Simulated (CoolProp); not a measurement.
Saturation properties of R1234yf.

The numbers come from the reference Helmholtz-energy equation of state, Lemmon 2022 in CoolProp.

```tsv
T (°C)	p (MPa)	vapour density (kg/m³)	surface tension (mN/m)	liquid viscosity (µPa s)
-88.65	0.002711	0.2022	23.8	___
-85.55	0.003509	0.2576	23.2	___
-82.55	0.004462	0.3226	22.7	688
-79.45	0.005665	___	22.1	646
-76.35	0.007130	0.5002	21.6	608
-73.35	0.008835	0.6113	21.1	575
-70.25	0.01094	0.7464	20.5	543
-67.15	0.01344	0.9047	20.0	514
-64.05	0.01640	1.089	19.4	488
-61.05	0.01975	1.296	18.9	464
-57.95	___	1.541	18.4	441
-54.85	0.02845	1.821	17.9	420
-51.75	0.03384	2.141	17.4	400
-48.75	0.03982	2.492	16.9	382
```

**Question.** Complete the blanks.

**Answer.** 
- -88.65, liquid viscosity (µPa s): 784
- -85.55, liquid viscosity (µPa s): 732
- -79.45, vapour density (kg/m³): 0.4034
- -57.95, p (MPa): 0.02378

It boils at -29.5 °C under 1 atm.

Viscosity comes from a separate model (Bell 2016), an estimate that may be off by 10 % or more. Surface tension comes from a separate correlation (Mulero 2012).
